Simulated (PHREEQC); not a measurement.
NH3 is added in steps, without added water, to 1 kg of water holding 0.15 mol/kgw NH4HF2, 0.0003 mol/kgw H2SiF6, 0.0022 mol/kgw H3AsO4 and 0.0076 mol/kgw H2SO4, at 20 °C. O2 is buffered at 0.21 atm. The system is closed to CO2. Only these solids could form: SiO2(a).

Base run: PHREEQC, ion-association model, wateq4f.dat. Each further column changes one thing. The table gives H4SiO4 (mol/kgw).

```json
[
 {"NH3 added (mol)": "0", "base": "0", "metal-ligand complexes left out": "0", "Debye-Hückel limiting law": "0", "all activity coefficients set to 1": "0", "Davies equation for every ion": "0"},
 {"NH3 added (mol)": "0.03562", "base": "0", "metal-ligand complexes left out": "0", "Debye-Hückel limiting law": "0", "all activity coefficients set to 1": "0", "Davies equation for every ion": "0"},
 {"NH3 added (mol)": "0.08906", "base": "0", "metal-ligand complexes left out": "0", "Debye-Hückel limiting law": "0", "all activity coefficients set to 1": "0", "Davies equation for every ion": "0"},
 {"NH3 added (mol)": "0.1247", "base": "1.67e-14", "metal-ligand complexes left out": "1.67e-14", "Debye-Hückel limiting law": "1.03e-14", "all activity coefficients set to 1": "3.49e-14", "Davies equation for every ion": "1.57e-14"},
 {"NH3 added (mol)": "0.1781", "base": "0.000296", "metal-ligand complexes left out": "0.000296", "Debye-Hückel limiting law": "0.000295", "all activity coefficients set to 1": "0.000297", "Davies equation for every ion": "0.000296"},
 {"NH3 added (mol)": "0.2137", "base": "0.000276", "metal-ligand complexes left out": "0.000276", "Debye-Hückel limiting law": "0.000271", "all activity coefficients set to 1": "0.000284", "Davies equation for every ion": "0.000277"},
 {"NH3 added (mol)": "0.2672", "base": "0.000250", "metal-ligand complexes left out": "0.000250", "Debye-Hückel limiting law": "0.000241", "all activity coefficients set to 1": "0.000266", "Davies equation for every ion": "0.000253"},
 {"NH3 added (mol)": "0.3028", "base": "0.000235", "metal-ligand complexes left out": "0.000235", "Debye-Hückel limiting law": "0.000224", "all activity coefficients set to 1": "0.000255", "Davies equation for every ion": "0.000239"},
 {"NH3 added (mol)": "0.3563", "base": "0.000216", "metal-ligand complexes left out": "0.000216", "Debye-Hückel limiting law": "0.000203", "all activity coefficients set to 1": "0.000241", "Davies equation for every ion": "0.000221"},
 {"NH3 added (mol)": "0.3919", "base": "0.000205", "metal-ligand complexes left out": "0.000205", "Debye-Hückel limiting law": "0.000192", "all activity coefficients set to 1": "0.000232", "Davies equation for every ion": "0.000210"},
 {"NH3 added (mol)": "0.4453", "base": "0.000191", "metal-ligand complexes left out": "0.000191", "Debye-Hückel limiting law": "0.000176", "all activity coefficients set to 1": "0.000220", "Davies equation for every ion": "0.000196"},
 {"NH3 added (mol)": "0.4809", "base": "0.000182", "metal-ligand complexes left out": "0.000182", "Debye-Hückel limiting law": "0.000167", "all activity coefficients set to 1": "0.000212", "Davies equation for every ion": "0.000187"},
 {"NH3 added (mol)": "0.5344", "base": "0.000171", "metal-ligand complexes left out": "0.000171", "Debye-Hückel limiting law": "0.000155", "all activity coefficients set to 1": "0.000202", "Davies equation for every ion": "0.000176"},
 {"NH3 added (mol)": "0.57", "base": "0.000164", "metal-ligand complexes left out": "0.000164", "Debye-Hückel limiting law": "0.000148", "all activity coefficients set to 1": "0.000196", "Davies equation for every ion": "0.000169"}
]
```

wateq4f.dat counts part of the HF as a dimer, H2F2, which phreeqc.dat doesn't know; its constant is uncertain. SiF6-2 is the database's only silicon fluoride.
